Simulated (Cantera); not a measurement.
Feed: 1 mol BaF₂, 0.15 mol O₂, 0.1 mol H₂, at 1600 °C and 9.70e-6 bar.

Cantera equilibrium calculation (NASA polynomials, part measured and part estimated; ideal gas, pure solids and liquids). Candidate condensed phases: Ba, BaF₂, BaO, Ba(OH)₂, H₂O; 27 gas species. Rates play no part.

Base state: BaF₂ 0.690, O₂ 0.0869, HF 0.0771, BaF 0.0758, H₂O 0.0256, O 0.0224, H 0.0111, OH 0.00766 (mole fractions); condensed: gas only.

Question: What changes in the equilibrium state with this change: pressure from 9.70e-6 bar to 0.0100 bar?

Answer: 
```csv
species,before,after
BaF₂,0.690,0.624
O₂,0.0869,0.171
H₂O,0.0256,0.138
BaF,0.0758,0.000962
H,0.0111,0.000120
O,0.0224,0.000977
HF,0.0771,0.0592
Ba,0.000312,5.56e-8
Ba(OH)₂,3.84e-5,0.00171
F,7.05e-5,4.87e-6
"BaF₂(l), mol",0,0.620
"BaO(s), mol",0,0.0159
```
Mutual solubility and eutectic melting of coexisting phases are not modelled.

Question: What changes in the equilibrium state with this change: temperature from 1600 °C to 902 °C?

Answer: 
| species | before | after |
|---|---|---|
| O₂ | 0.0869 | 0.498 |
| H₂O | 0.0256 | 0.494 |
| HF | 0.0771 | 0.00706 |
| BaF₂ | 0.690 | 0.000931 |
| BaF | 0.0758 | 1.16e-8 |
| H | 0.0111 | 5.10e-8 |
| O | 0.0224 | 3.31e-6 |
| BaOH | 0.000338 | <1e-9 |
| Ba | 0.000312 | <1e-9 |
| F | 7.05e-5 | <1e-9 |
| BaF₂(s), mol | 0 | 0.999 |
| BaO(s), mol | 0 | 0.000706 |
Mutual solubility and eutectic melting of coexisting phases are not modelled.

Question: What changes in the equilibrium state with this change: pressure from 9.70e-6 bar to 1.00 bar?

Answer: 
| species | before | after |
|---|---|---|
| O₂ | 0.0869 | 0.493 |
| H₂O | 0.0256 | 0.481 |
| HF | 0.0771 | 0.0113 |
| BaF₂ | 0.690 | 0.00624 |
| BaF | 0.0758 | 2.28e-6 |
| H | 0.0111 | 5.44e-6 |
| O | 0.0224 | 0.000166 |
| Ba | 0.000312 | <1e-9 |
| F | 7.05e-5 | 2.06e-7 |
| BaOH | 0.000338 | 1.30e-6 |
| Ba(OH)₂ | 3.84e-5 | 0.00566 |
| H₂ | 0.00289 | 7.09e-5 |
| BaF₂(l), mol | 0 | 0.998 |
